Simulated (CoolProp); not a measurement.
Aqueous ethanol as a coolant, at 19 °C, 1 atm.

The numbers come from the Melinder's fits for secondary coolants in CoolProp.

```json
[
 {"mass %": "4.6", "freezing point (°C)": "-1.9", "density (kg/m³)": "989.9", "viscosity (mPa s)": "1.25", "conductivity (W/(m K))": "0.564", "cp (kJ/(kg K))": "4.239"},
 {"mass %": "11.8", "freezing point (°C)": "-5.4", "density (kg/m³)": "979.8", "viscosity (mPa s)": "1.70", "conductivity (W/(m K))": "0.516", "cp (kJ/(kg K))": "4.323"},
 {"mass %": "19.1", "freezing point (°C)": "-10.4", "density (kg/m³)": "970.5", "viscosity (mPa s)": "2.19", "conductivity (W/(m K))": "0.471", "cp (kJ/(kg K))": "4.335"},
 {"mass %": "26.4", "freezing point (°C)": "-16.7", "density (kg/m³)": "960.3", "viscosity (mPa s)": "2.61", "conductivity (W/(m K))": "0.429", "cp (kJ/(kg K))": "4.269"},
 {"mass %": "33.7", "freezing point (°C)": "-23.7", "density (kg/m³)": "948.2", "viscosity (mPa s)": "2.88", "conductivity (W/(m K))": "0.391", "cp (kJ/(kg K))": "4.148"},
 {"mass %": "41", "freezing point (°C)": "-30.4", "density (kg/m³)": "934.0", "viscosity (mPa s)": "3.00", "conductivity (W/(m K))": "0.356", "cp (kJ/(kg K))": "4.003"},
 {"mass %": "48.2", "freezing point (°C)": "-36.3", "density (kg/m³)": "918.4", "viscosity (mPa s)": "2.98", "conductivity (W/(m K))": "0.324", "cp (kJ/(kg K))": "3.855"}
]
```
